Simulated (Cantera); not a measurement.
A perfectly stirred reactor is fed with CO : O2 : H2O : N2 = 0.0095 : 0.0021 : 0.0019 : 1 (molar parts), equivalence ratio 2.3, at 7500 Torr; it is held at 1425 K, and followed from long to short residence time.

Computed with Cantera and GRI-Mech 3.0 (53 species, 325 reactions).

Task: What does this change do: N2 1 to 0.39 parts?

Result: 
```
quantity                before    after
---------------------  -------  -------
x(CO) at τ = 1.30 s    0.00469   0.0118
x(O2) at τ = 1.30 s    2.88e-6  4.69e-6
x(H2O) at τ = 1.30 s   0.00132  0.00333
x(OH) at τ = 1.30 s    5.11e-7  7.53e-7
x(N2O) at τ = 1.30 s   3.60e-9  2.36e-9
x(CO) at τ = 64.0 ms   0.00477   0.0119
x(O2) at τ = 64.0 ms   1.43e-5  2.27e-5
x(H2O) at τ = 64.0 ms  0.00138  0.00342
x(OH) at τ = 64.0 ms   2.45e-6  3.54e-6
x(N2O) at τ = 64.0 ms  2.13e-8  1.28e-8
```
